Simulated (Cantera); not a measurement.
A perfectly stirred reactor is fed with CH4 : CO2 = 1 : 2.6 (molar parts), at 5.33 atm; it is held at 1998 K, and followed from long to short residence time.

Computed with Cantera and GRI-Mech 3.0 (53 species, 325 reactions).

Problem. What does this change do: pressure from 5.33 atm to 0.247 atm?

Solution. 
```json
[
 {"quantity": "x(CH4) at τ = 0.700 s", "before": "0.000693", "after": "0.00128"},
 {"quantity": "x(CO2) at τ = 0.700 s", "before": "0.112", "after": "0.114"},
 {"quantity": "x(H2O2) at τ = 0.700 s", "before": "8.42e-11", "after": "4.80e-11"},
 {"quantity": "x(OH) at τ = 0.700 s", "before": "2.76e-5", "after": "9.51e-5"},
 {"quantity": "x(H) at τ = 0.700 s", "before": "0.000288", "after": "0.000981"},
 {"quantity": "x(CH4) at τ = 31.0 ms", "before": "0.00696", "after": "0.0112"},
 {"quantity": "x(CO2) at τ = 31.0 ms", "before": "0.131", "after": "0.179"},
 {"quantity": "x(H2O2) at τ = 31.0 ms", "before": "1.04e-10", "after": "6.31e-11"},
 {"quantity": "x(OH) at τ = 31.0 ms", "before": "3.07e-5", "after": "0.000108"},
 {"quantity": "x(H) at τ = 31.0 ms", "before": "0.000271", "after": "0.000737"}
]
```

Problem. What does this change do: CH4 1 to 1.6 parts?

Solution. 
```tsv
quantity	before	after
x(CH4) at τ = 0.700 s	0.000693	0.00210
x(CO2) at τ = 0.700 s	0.112	0.0367
x(H2O2) at τ = 0.700 s	8.42e-11	1.69e-11
x(OH) at τ = 0.700 s	2.76e-5	1.24e-5
x(H) at τ = 0.700 s	0.000288	0.000394
x(CH4) at τ = 31.0 ms	0.00696	0.0120
x(CO2) at τ = 31.0 ms	0.131	0.0579
x(H2O2) at τ = 31.0 ms	1.04e-10	3.64e-11
x(OH) at τ = 31.0 ms	3.07e-5	1.82e-5
x(H) at τ = 31.0 ms	0.000271	0.000362
```

Problem. What does this change do: pressure from 5.33 atm to 9.87 atm?

Solution. 
```csv
quantity,before,after
x(CH4) at τ = 0.700 s,0.000693,0.000631
x(CO2) at τ = 0.700 s,0.112,0.112
x(H2O2) at τ = 0.700 s,8.42e-11,8.56e-11
x(OH) at τ = 0.700 s,2.76e-5,2.04e-5
x(H) at τ = 0.700 s,0.000288,0.000213
x(CH4) at τ = 31.0 ms,0.00696,0.00663
x(CO2) at τ = 31.0 ms,0.131,0.128
x(H2O2) at τ = 31.0 ms,1.04e-10,1.02e-10
x(OH) at τ = 31.0 ms,3.07e-5,2.24e-5
x(H) at τ = 31.0 ms,0.000271,0.000203
```
